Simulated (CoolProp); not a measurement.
C3F8 (R218) along the isobar 13 bar: fugacity coefficient from the reference equation and from simpler models built on Tc = 71.9 °C, pc = 26.40 bar, ω = 0.317; each cubic takes its own stable root.

Values from CoolProp's reference Helmholtz-energy equation of state, Lemmon 2006. It is a short technical equation, of lower accuracy than the large ones.

```
T (°C)   phase  reference
------  ------  ---------
-21.85  liquid     0.1444
-12.65  liquid     0.1993
-3.55   liquid     0.2660
5.65    liquid     0.3466
14.75   liquid     0.4395
23.85   liquid     0.5452
33.05   liquid     0.6639
42.15      gas     0.7756
51.25      gas     0.7989
60.45      gas     0.8189
69.55      gas     0.8360
78.75      gas     0.8511
87.85      gas     0.8643
96.95      gas     0.8761
106.15     gas     0.8868
```

Question: How far does each simpler model (van der Waals, Peng-Robinson) lie from the reference over these 15 states: mean and median of the absolute difference, and the worst?

Answer: 
- van der Waals: mean 49.1 %, median 5.5 %, worst +209.7 % at -21.85 °C and 13 bar
- Peng-Robinson: mean 1.4 %, median 1.9 %, worst -2.2 % at 69.55 °C and 13 bar

At some of these states van der Waals gives the other phase, because its saturation line lies elsewhere.
